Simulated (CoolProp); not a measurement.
Values from CoolProp's reference Helmholtz-energy equation of state, Lemmon 2006. It is a short technical equation, of lower accuracy than the large ones.

Task: For C2F6 (R116), give the phase and the cv (kJ/(kg K)), Joule-Thomson coefficient (K/MPa), Prandtl number at 351.6 K and 160 bar.

Result: 
- 351.6 K and 160 bar: supercritical; cv 0.839, Joule-Thomson coefficient 0.541, Prandtl number 2.28

Viscosity comes from a separate model (Huber 2003), an estimate that may be off by 10 % or more. Thermal conductivity comes from a separate model (Huber 2003), an estimate that may be off by 10 % or more.
